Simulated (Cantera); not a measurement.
Cantera with NASA thermochemical tables; ideal gases at 1 bar, condensed phases pure. Values are per mole of reaction as written; species without (g) are pure solids or liquids, kept so even where they would boil at 1 bar.

Problem. Between 300 and 2350 K, where is each reaction favourable under standard conditions?
- 6 Cl₂(g) + 12 F(g) + Si₃N₄ = 3 SiCl₄(g) + 4 NF₃(g)

Solution. 
- 6 Cl₂(g) + 12 F(g) + Si₃N₄ = 3 SiCl₄(g) + 4 NF₃(g): ΔG° is -2327 kJ at 300 K and 450 kJ at 2350 K; it changes sign between 1900 and 2050 K. ΔH° is -2738 kJ and ΔS° -1356 J/K at 2350 K.
